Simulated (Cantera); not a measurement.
Cantera run:

```python
import numpy as np
import cantera as ct

gas_names = [...]  # 109 gases of nasa_gas.yaml made of C, Cl, H, Si
cond_names = """
    C(gr) C6H6(L) C7H8(L) C8H18(L),n-octa Si(cr) Si(L) SiC(b)
""".split()


# ... load() reads the species with a 1 bar reference pressure and builds the phases ...
atoms = {
    'CH3SiCl3': {'C': 1, 'H': 3, 'Si': 1, 'CL': 3},
    'C2H4': {'C': 2, 'H': 4},
    'H2': {'H': 2},
}
top_T = {'C(gr)': 4500, 'SiC(b)': 3050}  # K; cautious upper limits of use, not melting points


# ... equilibrate(T, P, feed) seeds the gas with the atoms and calls Mixture.equilibrate('TP', solver="vcs", rtol=1e-11, max_steps=5000) ...
results = []
feed = {'CH3SiCl3': 1, 'C2H4': 1.2, 'H2': 41}  # mol
T = 2450  # K
P = 13332.2  # Pa
mix = equilibrate(T, P, feed)
results.append((T, P, feed, dict(zip(mix.species_names, mix.species_moles))))
x = sorted(zip(gas.X, gas.species_names), reverse=True)
print(f"T = {T:g} K  P = {P:g} Pa  gas = {mix.phase_moles(0):.4g} mol")
print("   x: " + "  ".join(f"{s} {v:.3e}" for v, s in x if v > 0.001))
print("   condensed (mol): " + ("  ".join(f"{mix.phase(i).name} {mix.phase_moles(i):.4g}"
      for i in range(1, mix.n_phases) if mix.phase_moles(i) > 1e-12) or "none"))
```

It prints:

```
T = 2450 K  P = 13332.2 Pa  gas = 48.05 mol
   x: H2 8.720e-01  HCL 5.702e-02  H 5.138e-02  C2H2,acetylene 7.608e-03  Si 5.165e-03  CL 2.385e-03  SiCL2 1.217e-03  SiC2 1.156e-03
   condensed (mol): C(gr) 2.002  SiC(b) 0.513
```

Equilibrium computed with Cantera from the NASA thermochemical tables; the gas is ideal and each condensed phase is pure. The feed counts by its element totals alone. The tables' values for SiCl are old estimates; treat these amounts as uncertain. Gases not in the tables: Si2H6 and higher silanes.
